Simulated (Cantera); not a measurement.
An isothermal, constant-pressure homogeneous reactor starts with N2O : H2O = 1 : 0.11 (molar parts), at 1100 K and 20.0 Torr.

Model: GRI-Mech 3.0 (53 species, 325 reactions), integrated in Cantera. GRI-Mech 3.0 was tuned for natural gas; its chemistry of N2O as a main component is partial and can be far from experiment. Radical loss at walls, strong at low pressure, is not modelled. The mechanism lacks the step 2 NO + O2 → 2 NO2, which can matter for NO2 below about 1400 K. The temperature is held fixed by assumption; the heat of reaction is taken as removed at once.

Question: Predict: x(N2O) at 20.0 s; x(H2O) at 20.0 s; x(NO2) at 20.0 s; x(HO2) at 20.0 s.

Answer: 
* **x(N2O) at 20.0 s**: 0.824 (gas-phase equilibrium 1.01e-9)
* **x(H2O) at 20.0 s**: 0.0965 (gas-phase equilibrium 0.0683)
* **x(NO2) at 20.0 s**: 0.000523 (gas-phase equilibrium 5.22e-7)
* **x(HO2) at 20.0 s**: 5.68e-7 (gas-phase equilibrium 1.79e-9)
